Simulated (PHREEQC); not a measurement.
Solution (25 °C): 0.037 mol HF and 0.0033 mol KF per kg of water. Closed to the air; pH follows from the charge balance.

All values are PHREEQC results (ion-association model, wateq4f.dat), not measurements.

No solid was allowed to form.

### Question
Order these F species by the share of F that they hold, largest first: HF2-, F-, HF, H2F2.

### Answer
HF (71 %), F- (15 %), H2F2 (11 %), HF2- (3.4 %)

The pH is 2.48 and the ionic strength 0.00691 mol/kgw. wateq4f.dat counts part of the HF as a dimer, H2F2, which phreeqc.dat doesn't know; its constant is uncertain.
